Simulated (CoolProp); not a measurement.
Properties of sulfur hexafluoride along the isotherm 76.65 °C.

Values from CoolProp's reference Helmholtz-energy equation of state, Guder 2009.

```json
[
 {"p (MPa)": "2.68", "phase": "gas", "cv (kJ/(kg K))": "0.7083", "fugacity coefficient": "0.8311"},
 {"p (MPa)": "5.36", "phase": "supercritical", "cv (kJ/(kg K))": "0.7549", "fugacity coefficient": "0.6705"},
 {"p (MPa)": "8.05", "phase": "supercritical", "cv (kJ/(kg K))": "0.7469", "fugacity coefficient": "0.5347"},
 {"p (MPa)": "10.7", "phase": "supercritical", "cv (kJ/(kg K))": "0.7342", "fugacity coefficient": "0.4553"},
 {"p (MPa)": "13.4", "phase": "supercritical", "cv (kJ/(kg K))": "0.7286", "fugacity coefficient": "0.4071"},
 {"p (MPa)": "16.1", "phase": "supercritical", "cv (kJ/(kg K))": "0.7257", "fugacity coefficient": "0.3768"},
 {"p (MPa)": "18.8", "phase": "supercritical", "cv (kJ/(kg K))": "0.7240", "fugacity coefficient": "0.3573"},
 {"p (MPa)": "21.5", "phase": "supercritical", "cv (kJ/(kg K))": "0.7230", "fugacity coefficient": "0.3448"},
 {"p (MPa)": "24.1", "phase": "supercritical", "cv (kJ/(kg K))": "0.7224", "fugacity coefficient": "0.3374"},
 {"p (MPa)": "26.8", "phase": "supercritical", "cv (kJ/(kg K))": "0.7221", "fugacity coefficient": "0.3333"},
 {"p (MPa)": "29.5", "phase": "supercritical", "cv (kJ/(kg K))": "0.7220", "fugacity coefficient": "0.3320"},
 {"p (MPa)": "32.2", "phase": "supercritical", "cv (kJ/(kg K))": "0.7219", "fugacity coefficient": "0.3330"},
 {"p (MPa)": "34.9", "phase": "supercritical", "cv (kJ/(kg K))": "0.7220", "fugacity coefficient": "0.3360"},
 {"p (MPa)": "37.5", "phase": "supercritical", "cv (kJ/(kg K))": "0.7222", "fugacity coefficient": "0.3404"}
]
```
